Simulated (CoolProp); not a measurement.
Sulfur hexafluoride at 373.58 K and 1.71 MPa is throttled through a valve to 0.518 MPa with no heat exchange. Each further row changes one setting.

Model: reference Helmholtz-energy equation of state, Guder 2009, in CoolProp.

```
case                       temperature change (K)  final density (kg/m³)
-------------------------  ----------------------  ---------------------
as stated                                    -6.5                   25.5
outlet pressure 0.155 MPa                    -8.5                   7.52
outlet pressure 0.673 MPa                    -5.7                   33.4
```
